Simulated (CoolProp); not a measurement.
Vapour-liquid equilibrium of sulfur dioxide (1) + toluene (2) at 375.8 K; x and y are mole fractions of (1).

The numbers come from the multi-fluid Helmholtz-energy mixture model, Gao 2016 and Lemmon 2006; pair parameters Bell 2016 in CoolProp.

Give the bubble pressure and the first vapour's composition at x = 0.2, 0.5, 0.65. Is there an azeotrope?

x = 0.2: 5.138 bar, y = 0.860; x = 0.5: 13.46 bar, y = 0.959; x = 0.65: 17.82 bar, y = 0.975. No azeotrope shows between x = 0.05 and 0.95.

The pair parameters rest on a limited set of measurements; away from them the model extrapolates.
